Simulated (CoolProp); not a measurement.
Saturation properties of propylene.

Model: reference Helmholtz-energy equation of state, Lemmon 2013, in CoolProp.

```csv
T (K),p (MPa),liquid density (kg/m³),vapour density (kg/m³),enthalpy of vaporisation (kJ/kg),liquid conductivity (mW/(m K))
231.8,0.1336,602.2,3.050,431.8,?
235.4,0.1554,597.7,3.512,427.6,141
238.9,0.1792,593.2,4.011,?,?
242.4,0.2056,588.7,4.563,419.3,138
245.9,0.2349,584.1,5.171,415.0,137
249.5,0.2683,579.3,5.859,410.4,135
253,0.3040,574.6,6.594,405.9,133
256.5,0.3433,569.8,7.399,401.3,132
260,0.3862,565.0,?,396.6,130
263.6,0.4344,559.9,9.263,?,128
267.1,0.4855,554.9,10.31,386.6,127
270.6,0.5409,549.9,11.44,381.4,125
```

Problem. What belongs in the gaps?

Solution. 
- 231.8, liquid conductivity (mW/(m K)): 143
- 238.9, enthalpy of vaporisation (kJ/kg): 423.5
- 238.9, liquid conductivity (mW/(m K)): 140
- 260, vapour density (kg/m³): 8.277
- 263.6, enthalpy of vaporisation (kJ/kg): 391.6

It boils at 225.5 K under 1 atm.

Thermal conductivity comes from a separate model (Huber 2003), an estimate that may be off by 10 % or more.
